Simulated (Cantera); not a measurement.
Feed: 1 mol PbO, 0.16 mol H₂, at 1.88 Torr.

Equilibrium computed with Cantera from the NASA thermochemical tables; the gas is ideal and each condensed phase is pure. Candidate condensed phases: H₂O, Pb, PbO, PbO₂, Pb₃O₄; 12 gas species. Gases not in the tables: (PbO)n polymers. Rates play no part.

Task: At 1450 K, list the 4 most abundant gas species with their mole fractions, and the condensed phases.

Result: PbO 0.614, Pb 0.213, H₂O 0.132, O₂ 0.0404. Condensed: gas only.
